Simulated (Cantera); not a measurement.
A closed system holds: 1 mol CF₄, 0.03 mol CH₄, 0.25 mol H₂, at 1273 K and 2800 Pa.

Cantera equilibrium calculation (NASA polynomials, part measured and part estimated; ideal gas, pure solids and liquids). Candidate condensed phases: C, C₆H₆, C₇H₈, C₈H₁₈; 95 gas species. Gases not in the tables: C₂F₆ and larger saturated fluorocarbons. Kinetics and transport are ignored.

Base state: CF₄ 0.577, HF 0.423 (mole fractions); condensed: C(graphite).

**Question.** What changes in the equilibrium state with this change: temperature from 1273 K to 3475 K?

**Answer.** 
```csv
species,before,after
F,2.72e-7,0.712
HF,0.423,0.116
CF,<1e-9,0.0660
CF₄,0.577,1.01e-8
C₃,<1e-9,0.0355
C,<1e-9,0.0308
H,<1e-9,0.0236
C₂,<1e-9,0.0114
C₅,<1e-9,0.000268
C₂H,<1e-9,0.000176
"C(graphite), mol",0.185,0
```

**Question.** What changes in the equilibrium state with this change: temperature from 1273 K to 2673 K?

**Answer.** 
| species | before | after |
|---|---|---|
| F | 2.72e-7 | 0.505 |
| CF₂ | 3.53e-6 | 0.261 |
| HF | 0.423 | 0.198 |
| CF₄ | 0.577 | 0.00398 |
| CF | <1e-9 | 0.0271 |
| C₃ | <1e-9 | 0.000219 |
| H | <1e-9 | 0.000117 |
| C | <1e-9 | 5.49e-5 |
| C(graphite), mol | 0.185 | 0.102 |
